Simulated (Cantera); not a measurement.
An isothermal, constant-pressure homogeneous reactor starts with 52.1 % NO, 47.9 % N₂, at 1600 K and 1.80 bar.

Cantera simulation using GRI-Mech 3.0 (53 species, 325 reactions); the numbers are that mechanism's predictions, not measurements.

Question: Predict: x(NO) at 10.0 s; x(N₂) at 10.0 s; x(O) at 10.0 s; x(NO₂) at 10.0 s; x(O₂) at 10.0 s; x(N₂O) at 10.0 s.

Answer: 
* **x(NO) at 10.0 s**: 0.327 (gas-phase equilibrium 0.00209)
* **x(N₂) at 10.0 s**: 0.576 (gas-phase equilibrium 0.739)
* **x(O) at 10.0 s**: 3.43e-6 (gas-phase equilibrium 5.54e-6)
* **x(NO₂) at 10.0 s**: 0.00120 (gas-phase equilibrium 1.25e-5)
* **x(O₂) at 10.0 s**: 0.0959 (gas-phase equilibrium 0.259)
* **x(N₂O) at 10.0 s**: 4.01e-5 (gas-phase equilibrium 1.62e-7)
